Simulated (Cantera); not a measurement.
A freely propagating, adiabatic, planar premixed flame of H₂ : O₂ : N₂ = 1 : 0.556 : 2.61 (molar parts), equivalence ratio 0.90, unburnt at 325 K and 10.0 bar; mixture-averaged transport, grid criteria slope 0.08 and curve 0.16, no radiation.

Computed with Cantera and the H2/O2 subset of GRI-Mech 3.0, which has no nitrogen chemistry. The hydrogen kinetics of GRI-Mech 3.0 are dated; newer H2 mechanisms differ, most at raised pressure. Burning velocities carry a grid error of a few per cent, more on coarse grids.

x: mole fraction of selected species; z is measured from the peak of heat release.

```csv
z (mm),T (K),u (m/s),x H₂,x O₂,x H₂O,x H₂O₂,x HO₂,x OH
-0.119,325,0.618,0.238,0.134,4.88e-6,1.43e-8,<1e-8,<1e-8
-0.0792,327,0.617,0.232,0.135,9.14e-5,3.18e-7,2.13e-7,<1e-8
-0.0594,335,0.624,0.221,0.137,___,___,___,<1e-8
-0.0396,382,0.690,0.191,0.140,0.00613,2.95e-5,2.31e-5,<1e-8
-0.0198,690,1.18,0.124,0.131,0.0521,0.000252,0.000499,4.61e-6
-0.00990,1080,1.82,0.0824,0.105,0.110,0.000295,0.000886,0.000271
0,1478,2.48,0.0458,0.0708,0.173,3.08e-5,0.000450,0.00149
0.00990,1722,2.89,0.0231,0.0454,0.215,4.62e-6,0.000197,0.00364
0.0198,1851,3.11,0.0131,0.0334,0.234,3.12e-6,0.000102,0.00514
0.0396,1967,3.30,0.00650,0.0257,0.248,1.94e-6,4.27e-5,0.00536
0.0792,2038,3.41,0.00289,0.0226,0.256,1.10e-6,1.58e-5,0.00395
0.158,2069,3.46,0.00105,0.0216,0.260,5.68e-7,5.37e-6,0.00253
0.317,2079,3.47,___,0.0214,0.262,___,___,___
```

Q: What belongs in the gaps?

A: 
- -0.0594, x H₂O: 0.000652
- -0.0594, x H₂O₂: 2.63e-6
- -0.0594, x HO₂: 1.79e-6
- 0.317, x H₂: 0.000426
- 0.317, x H₂O₂: 3.44e-7
- 0.317, x HO₂: 2.54e-6
- 0.317, x OH: 0.00177
